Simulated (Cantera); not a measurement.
Cantera with NASA thermochemical tables; ideal gases at 1 bar, condensed phases pure. Values are per mole of reaction as written; species without (g) are pure solids or liquids, kept so even where they would boil at 1 bar. VN: taken at fixed stoichiometry.

Task: Between 950 and 1950 K, where is each reaction favourable under standard conditions?
- 2 NO2(g) + 3 V2O4 ⇌ N2O(g) + 3 V2O5
- 9 OH(g) + 4 VN ⇌ 3 NH3(g) + 2 V2O4 + NO(g)

Result: 
- 2 NO2(g) + 3 V2O4 ⇌ N2O(g) + 3 V2O5: ΔG° is -145 kJ at 950 K and -91 kJ at 1950 K; it stays negative (K > 1). ΔH° is -522 kJ and ΔS° -221 J/K at 1950 K.
- 9 OH(g) + 4 VN ⇌ 3 NH3(g) + 2 V2O4 + NO(g): ΔG° is -1645 kJ at 950 K and -918 kJ at 1950 K; it stays negative (K > 1). ΔH° is -2092 kJ and ΔS° -602 J/K at 1950 K.
